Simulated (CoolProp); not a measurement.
The fluid at 401.73 K and 14.6 MPa flows at 0.48 m/s in a round tube of 20 mm bore and 15 µm roughness, fully developed (64/Re and Nu = 3.66 if laminar; Colebrook and Gnielinski if turbulent). The same conditions are run with several fluids, on thermodynamics alone (safety and materials aside).

Model: reference Helmholtz-energy equation of state of each fluid (m-xylene: Zhou 2012; R123: Younglove 1994; isobutane: Bücker 2006; R245fa: Akasaka 2015; benzene: Thol 2012), in CoolProp.

Question: Rank m-xylene, R123, isobutane, R245fa, benzene by Reynolds number, highest first.

Answer: R123 (61600), R245fa (59900), isobutane (53600), benzene (31100), m-xylene (27800)

| fluid | Darcy friction factor | pressure drop (Pa/m) | heat-transfer coefficient (W/(m² K)) | mass flow (kg/h) |
|---|---|---|---|---|
| m-xylene | 0.0257 | 116 | 1000 | 426 |
| R123 | 0.0226 | 163 | 971 | 681 |
| isobutane | 0.0231 | 61.0 | 1000 | 249 |
| R245fa | 0.0227 | 145 | 1170 | 602 |
| benzene | 0.0252 | 113 | 1090 | 423 |

Transport values come from each fluid's own correlations; those of R245fa are estimates that may be off by 10 % or more.
